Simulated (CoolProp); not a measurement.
Model: reference Helmholtz-energy equation of state, Lemmon 2005, in CoolProp. It is a short technical equation, of lower accuracy than the large ones.

**Question.** For trans-2-butene, give the phase and the cp (kJ/(kg K)), speed of sound (m/s), Joule-Thomson coefficient (K/MPa) at -13.55 °C and 318 kPa; -13.55 °C and 10000 kPa.

**Answer.** 
- -13.55 °C and 318 kPa: liquid; cp 2.17, speed of sound 1130, Joule-Thomson coefficient -0.403
- -13.55 °C and 10000 kPa: liquid; cp 2.14, speed of sound 1210, Joule-Thomson coefficient -0.432
